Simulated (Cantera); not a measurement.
A closed system holds: 1 mol PbO, 0.019 mol O2, 99 mol H2, held at 0.133 bar.

These are equilibrium values from Cantera (NASA tables, ideal gas, pure condensed phases), not measurements of a reactor. Candidate condensed phases: H2O, Pb, PbO, PbO2, Pb3O4; 12 gas species. Kinetics and transport are ignored.

Question: What share of the Pb ends up in condensed phases as a function of T (K), at 950, 1025, 1100, 1175, 1250, 1325, 1400, 1475, 1550?

Answer: 
| T (K) | Pb condensed (%) | as |
|---|---|---|
| 950 | 99.6 | Pb(l) |
| 1025 | 97.9 | Pb(l) |
| 1100 | 91.0 | Pb(l) |
| 1175 | 67.6 | Pb(l) |
| 1250 | 0.0 | - |
| 1325 | 0.0 | - |
| 1400 | 0.0 | - |
| 1475 | 0.0 | - |
| 1550 | 0.0 | - |
